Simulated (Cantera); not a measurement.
## Premixed flame

A freely propagating, adiabatic, planar premixed flame of 7.17 % CH4, 2.87 % H2, 18.9 % O2, 71.1 % N2, unburnt at 575 K and 0.940 bar; mixture-averaged transport, grid criteria slope 0.08 and curve 0.16, no radiation.

Cantera simulation using GRI-Mech 3.0 (53 species, 325 reactions); the numbers are that mechanism's predictions, not measurements. Burning velocities carry a grid error of a few per cent, more on coarse grids.

```json
[
 {"z (mm)": "-1.05", "T (K)": "575", "u (m/s)": "1.31", "x CH4": "0.0717", "x H2": "0.0285", "x O2": "0.189", "x HCO": "<1e-8", "x H2O": "1.76e-5", "x NO2": "<1e-8"},
 {"z (mm)": "-0.699", "T (K)": "576", "u (m/s)": "1.31", "x CH4": "0.0716", "x H2": "0.0281", "x O2": "0.189", "x HCO": "<1e-8", "x H2O": "0.000172", "x NO2": "<1e-8"},
 {"z (mm)": "-0.524", "T (K)": "581", "u (m/s)": "1.32", "x CH4": "0.0714", "x H2": "0.0276", "x O2": "0.188", "x HCO": "<1e-8", "x H2O": "0.000861", "x NO2": "<1e-8"},
 {"z (mm)": "-0.349", "T (K)": "615", "u (m/s)": "1.40", "x CH4": "0.0697", "x H2": "0.0266", "x O2": "0.187", "x HCO": "<1e-8", "x H2O": "0.00546", "x NO2": "1.08e-8"},
 {"z (mm)": "-0.175", "T (K)": "906", "u (m/s)": "2.07", "x CH4": "0.0541", "x H2": "0.0246", "x O2": "0.165", "x HCO": "5.08e-7", "x H2O": "0.0389", "x NO2": "1.61e-8"},
 {"z (mm)": "-0.0874", "T (K)": "1275", "u (m/s)": "2.94", "x CH4": "0.0320", "x H2": "0.0232", "x O2": "0.131", "x HCO": "1.20e-5", "x H2O": "0.0793", "x NO2": "<1e-8"},
 {"z (mm)": "0", "T (K)": "1646", "u (m/s)": "3.82", "x CH4": "0.00861", "x H2": "0.0194", "x O2": "0.0872", "x HCO": "5.53e-5", "x H2O": "0.122", "x NO2": "<1e-8"},
 {"z (mm)": "0.0874", "T (K)": "1809", "u (m/s)": "4.20", "x CH4": "0.000778", "x H2": "0.0133", "x O2": "0.0597", "x HCO": "2.03e-5", "x H2O": "0.143", "x NO2": "<1e-8"},
 {"z (mm)": "0.175", "T (K)": "1861", "u (m/s)": "4.31", "x CH4": "3.78e-5", "x H2": "0.0102", "x O2": "0.0496", "x HCO": "1.51e-6", "x H2O": "0.149", "x NO2": "<1e-8"},
 {"z (mm)": "0.349", "T (K)": "1922", "u (m/s)": "4.43", "x CH4": "1.47e-7", "x H2": "0.00907", "x O2": "0.0438", "x HCO": "4.05e-8", "x H2O": "0.150", "x NO2": "<1e-8"},
 {"z (mm)": "0.699", "T (K)": "2001", "u (m/s)": "4.58", "x CH4": "<1e-8", "x H2": "0.00799", "x O2": "0.0403", "x HCO": "1.66e-8", "x H2O": "0.153", "x NO2": "<1e-8"},
 {"z (mm)": "1.40", "T (K)": "2084", "u (m/s)": "4.75", "x CH4": "<1e-8", "x H2": "0.00600", "x O2": "0.0376", "x HCO": "<1e-8", "x H2O": "0.159", "x NO2": "<1e-8"},
 {"z (mm)": "2.80", "T (K)": "2157", "u (m/s)": "4.89", "x CH4": "<1e-8", "x H2": "0.00393", "x O2": "0.0353", "x HCO": "<1e-8", "x H2O": "0.164", "x NO2": "1.25e-8"}
]
```
x: mole fraction of selected species; z is measured from the peak of heat release.

| Item | Result |
|---|---|
| laminar burning velocity | 131 cm/s |
| thermal thickness | 0.349 mm |
| peak x(HCO) | 5.61e-5 |
| grid points | 143 |
